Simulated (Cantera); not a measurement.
What does this Cantera script print?

```python
import numpy as np
import cantera as ct

gas_names = """
    CL CL2 H HCL H2 Si SiCL SiCL2 SiCL3 SiCL4 SiH SiHCL3 SiH2 SiH2CL2 SiH3 SiH3CL SiH4 Si2 Si3
""".split()
cond_names = """
    Si(cr) Si(L)
""".split()


def load(file, names, dense=False):
    # The tables refer to 1 bar. Condensed volumes are neglected.
    table = {s.name: s for s in ct.Species.list_from_file(file)}
    out = []
    for n in names:
        d = dict(table[n].input_data)
        d["thermo"] = dict(d["thermo"], **{"reference-pressure": 1e5})
        if dense:
            d["equation-of-state"] = {"model": "constant-volume", "density": "1e6 g/cm^3"}
        out.append(ct.Species.from_dict(d))
    return out


gas = ct.Solution(thermo="ideal-gas", species=load("nasa_gas.yaml", gas_names))
cond = {s.name: ct.Solution(thermo="fixed-stoichiometry", species=[s], name=s.name)
        for s in load("nasa_condensed.yaml", cond_names, dense=True)}
atoms = {
    'Si': {'Si': 1},
    'HCl': {'H': 1, 'CL': 1},
    'H2': {'H': 2},
}
top_T = {}  # K; cautious upper limits of use, not melting points


def equilibrate(T, P, feed):
    n = {}
    for name, mol in feed.items():
        for a, k in atoms[name].items():
            n[a] = n.get(a, 0.0) + k * mol
    gas.TPX = T, P, n
    mass = sum(n.values()) * gas.mean_molecular_weight
    gas.equilibrate("TP")
    valid = [c for c in cond.values() if c.min_temp <= T <= top_T.get(c.name, c.max_temp)]
    mix = ct.Mixture([(gas, mass / gas.mean_molecular_weight)] + [(c, 0.0) for c in valid])
    mix.T, mix.P = T, P
    mix.equilibrate("TP", solver="vcs", rtol=1e-11, max_steps=5000)
    return mix


results = []
T = 1748  # K
P = 1000000  # Pa
for m in [1.1, 1.2, 1.4, 1.6, 1.8, 2, 2.2, 2.5, 2.8, 3.2, 3.6, 4, 4.6]:
    feed = {'Si': 1, 'HCl': 0.58, 'H2': m}  # mol
    mix = equilibrate(T, P, feed)
    results.append((T, P, feed, dict(zip(mix.species_names, mix.species_moles))))
    x = sorted(zip(gas.X, gas.species_names), reverse=True)
    print(f"T = {T:g} K  P = {P:g} Pa  n(H2) = {m:g} mol  gas = {mix.phase_moles(0):.4g} mol")
    print("   x: " + "  ".join(f"{s} {v:.3e}" for v, s in x if v > 1e-05))
    print("   condensed (mol): " + ("  ".join(f"{mix.phase(i).name} {mix.phase_moles(i):.4g}"
          for i in range(1, mix.n_phases) if mix.phase_moles(i) > 1e-12) or "none"))
```

Result:

```
T = 1748 K  P = 1e+06 Pa  n(H2) = 1.1 mol  gas = 1.631 mol
   x: H2 7.842e-01  HCL 1.182e-01  SiCL2 5.937e-02  SiCL3 1.601e-02  SiHCL3 1.125e-02  SiCL4 7.705e-03  SiH2CL2 2.917e-03  SiH3CL 2.312e-04  H 6.398e-05  SiH2 1.609e-05
   condensed (mol): Si(L) 0.841
T = 1748 K  P = 1e+06 Pa  n(H2) = 1.2 mol  gas = 1.733 mol
   x: H2 7.940e-01  HCL 1.153e-01  SiCL2 5.582e-02  SiCL3 1.460e-02  SiHCL3 1.032e-02  SiCL4 6.812e-03  SiH2CL2 2.777e-03  SiH3CL 2.284e-04  H 6.438e-05  SiH2 1.630e-05
   condensed (mol): Si(L) 0.8431
T = 1748 K  P = 1e+06 Pa  n(H2) = 1.4 mol  gas = 1.935 mol
   x: H2 8.109e-01  HCL 1.100e-01  SiCL2 4.976e-02  SiCL3 1.229e-02  SiHCL3 8.774e-03  SiCL4 5.412e-03  SiH2CL2 2.528e-03  SiH3CL 2.226e-04  H 6.506e-05  SiH2 1.664e-05
   condensed (mol): Si(L) 0.8471
T = 1748 K  P = 1e+06 Pa  n(H2) = 1.6 mol  gas = 2.138 mol
   x: H2 8.249e-01  HCL 1.053e-01  SiCL2 4.477e-02  SiCL3 1.048e-02  SiHCL3 7.552e-03  SiCL4 4.380e-03  SiH2CL2 2.314e-03  SiH3CL 2.166e-04  H 6.562e-05  SiH2 1.693e-05
   condensed (mol): Si(L) 0.8509
T = 1748 K  P = 1e+06 Pa  n(H2) = 1.8 mol  gas = 2.34 mol
   x: H2 8.368e-01  HCL 1.010e-01  SiCL2 4.058e-02  SiCL3 9.049e-03  SiHCL3 6.565e-03  SiCL4 3.600e-03  SiH2CL2 2.128e-03  SiH3CL 2.107e-04  H 6.609e-05  SiH2 1.717e-05
   condensed (mol): Si(L) 0.8545
T = 1748 K  P = 1e+06 Pa  n(H2) = 2 mol  gas = 2.542 mol
   x: H2 8.470e-01  HCL 9.702e-02  SiCL2 3.703e-02  SiCL3 7.887e-03  SiHCL3 5.757e-03  SiCL4 2.997e-03  SiH2CL2 1.965e-03  SiH3CL 2.050e-04  H 6.650e-05  SiH2 1.738e-05
   condensed (mol): Si(L) 0.858
T = 1748 K  P = 1e+06 Pa  n(H2) = 2.2 mol  gas = 2.744 mol
   x: H2 8.559e-01  HCL 9.342e-02  SiCL2 3.397e-02  SiCL3 6.931e-03  SiHCL3 5.086e-03  SiCL4 2.523e-03  SiH2CL2 1.822e-03  SiH3CL 1.995e-04  H 6.685e-05  SiH2 1.757e-05
   condensed (mol): Si(L) 0.8612
T = 1748 K  P = 1e+06 Pa  n(H2) = 2.5 mol  gas = 3.047 mol
   x: H2 8.674e-01  HCL 8.855e-02  SiCL2 3.012e-02  SiCL3 5.786e-03  SiHCL3 4.274e-03  SiCL4 1.983e-03  SiH2CL2 1.637e-03  SiH3CL 1.916e-04  H 6.729e-05  SiH2 1.780e-05
   condensed (mol): Si(L) 0.8659
T = 1748 K  P = 1e+06 Pa  n(H2) = 2.8 mol  gas = 3.349 mol
   x: H2 8.770e-01  HCL 8.421e-02  SiCL2 2.694e-02  SiCL3 4.896e-03  SiHCL3 3.636e-03  SiCL4 1.587e-03  SiH2CL2 1.480e-03  SiH3CL 1.842e-04  H 6.766e-05  SiH2 1.800e-05
   condensed (mol): Si(L) 0.8702
T = 1748 K  P = 1e+06 Pa  n(H2) = 3.2 mol  gas = 3.751 mol
   x: H2 8.876e-01  HCL 7.911e-02  SiCL2 2.349e-02  SiCL3 3.986e-03  SiHCL3 2.978e-03  SiH2CL2 1.307e-03  SiCL4 1.206e-03  SiH3CL 1.752e-04  H 6.807e-05  SiH2 1.822e-05
   condensed (mol): Si(L) 0.8755
T = 1748 K  P = 1e+06 Pa  n(H2) = 3.6 mol  gas = 4.154 mol
   x: H2 8.965e-01  HCL 7.464e-02  SiCL2 2.071e-02  SiCL3 3.299e-03  SiHCL3 2.477e-03  SiH2CL2 1.163e-03  SiCL4 9.374e-04  SiH3CL 1.669e-04  H 6.841e-05  SiH2 1.840e-05
   condensed (mol): Si(L) 0.8804
T = 1748 K  P = 1e+06 Pa  n(H2) = 4 mol  gas = 4.555 mol
   x: H2 9.040e-01  HCL 7.069e-02  SiCL2 1.842e-02  SiCL3 2.767e-03  SiHCL3 2.087e-03  SiH2CL2 1.043e-03  SiCL4 7.418e-04  SiH3CL 1.594e-04  H 6.870e-05  SiH2 1.855e-05
   condensed (mol): Si(L) 0.885
T = 1748 K  P = 1e+06 Pa  n(H2) = 4.6 mol  gas = 5.158 mol
   x: H2 9.133e-01  HCL 6.555e-02  SiCL2 1.567e-02  SiCL3 2.172e-03  SiHCL3 1.646e-03  SiH2CL2 8.969e-04  SiCL4 5.371e-04  SiH3CL 1.493e-04  H 6.905e-05  SiH2 1.874e-05
   condensed (mol): Si(L) 0.8911
```

Cantera equilibrium calculation (NASA polynomials, part measured and part estimated; ideal gas, pure solids and liquids). The tables' values for SiCl3 are old estimates; treat these amounts as uncertain. Gases not in the tables: Si2H6 and higher silanes.
